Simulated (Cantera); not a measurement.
## Equilibrium for carbothermic reduction: CuO + CH₄ + H₂ + C

Input: 1 mol CuO, 2.2 mol CH₄, 4.8 mol H₂, 5 mol C, equilibrated at 0.133 bar.

Equilibrium computed with Cantera from the NASA thermochemical tables; the gas is ideal and each condensed phase is pure. Candidate condensed phases: C, C₆H₆, C₇H₈, C₈H₁₈, Cu, CuO, Cu(OH)₂, Cu₂O, H₂O; 113 gas species. The numbers say what is thermodynamically allowed, not how fast it happens.

From 900 °C to 1000 °C the condensed part is C(graphite) + Cu(s). From 1100 °C to 1800 °C the condensed part is C(graphite) + Cu(l). From 1900 °C to 2000 °C the condensed part is C(graphite). The main Cu-bearing gas is Cu throughout.

```csv
T (°C),x H₂,x CO,x Cu,x H,x C₂H₂ (acetylene),x CH₄,x H₂O,n C(graphite),n Cu(s),n Cu(l)
900,0.900,0.0978,4.28e-8,3.06e-7,5.51e-8,0.00210,0.000416,6.18,1.00,0
1000,0.901,0.0980,6.18e-7,1.85e-6,3.35e-7,0.00102,0.000140,6.19,1.000,0
1100,0.901,0.0980,5.93e-6,8.66e-6,1.56e-6,0.000545,5.52e-5,6.20,0,1.000
1200,0.902,0.0980,3.88e-5,3.29e-5,5.87e-6,0.000318,2.47e-5,6.20,0,1.000
1300,0.901,0.0980,0.000199,0.000106,1.86e-5,0.000199,1.22e-5,6.20,0,0.998
1400,0.901,0.0979,0.000834,0.000296,5.13e-5,0.000131,6.62e-6,6.20,0,0.991
1500,0.898,0.0977,0.00296,0.000738,0.000126,9.07e-5,3.82e-6,6.20,0,0.970
1600,0.892,0.0971,0.00913,0.00167,0.000278,6.46e-5,2.32e-6,6.19,0,0.905
1700,0.875,0.0954,0.0250,0.00346,0.000561,4.66e-5,1.46e-6,6.19,0,0.736
1800,0.838,0.0916,0.0621,0.00659,0.00103,3.30e-5,9.07e-7,6.18,0,0.315
1900,0.809,0.0888,0.0880,0.0119,0.00179,2.43e-5,5.97e-7,6.16,0,0
2000,0.800,0.0884,0.0879,0.0206,0.00302,1.93e-5,4.27e-7,6.13,0,0
```
x: gas mole fraction; n: condensed amount in mol.
